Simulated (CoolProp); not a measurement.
Methane at 350.89 K and 0.353 MPa is throttled through a valve to 0.199 MPa with no heat exchange. Each further row changes one setting.

Model: reference Helmholtz-energy equation of state, Setzmann 1991, in CoolProp.

| case | temperature change (K) | final density (kg/m³) |
|---|---|---|
| as stated | ___ | ___ |
| outlet pressure 0.0597 MPa | ___ | ___ |
| outlet pressure 0.259 MPa | ___ | ___ |

Problem. Fill in the missing entries.

Solution. 
- as stated, temperature change (K): -0.5
- as stated, final density (kg/m³): 1.10
- outlet pressure 0.0597 MPa, temperature change (K): -0.9
- outlet pressure 0.0597 MPa, final density (kg/m³): 0.329
- outlet pressure 0.259 MPa, temperature change (K): -0.3
- outlet pressure 0.259 MPa, final density (kg/m³): 1.43
